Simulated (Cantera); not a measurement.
An isothermal, constant-pressure homogeneous reactor starts with 2.53 % CH4, 97.4 % H2, 0.107 % O2, equivalence ratio 500, at 2675 K and 97.5 Torr.

Detailed kinetics in Cantera: GRI-Mech 3.0 (53 species, 325 reactions). GRI-Mech 3.0 stops at C3 and has no aromatics, soot or wall deposition, so with more carbon than oxygen in the feed, carbon stays in small species such as C2H2 where larger ones or solid carbon would form.

One state of this run: x CH4 = 8.09e-6; x H2 = 0.854; x O2 = <1e-12; x CO2 = 1.57e-12; x OH = 1.78e-10. x: mole fraction; the columns are a selection and need not sum to one.

Task: Which value of t (s) does it belong to?
A. 3.88e-5
B. 0.000584
C. 1.00e-5
D. 0.0341

Result: D, 0.0341
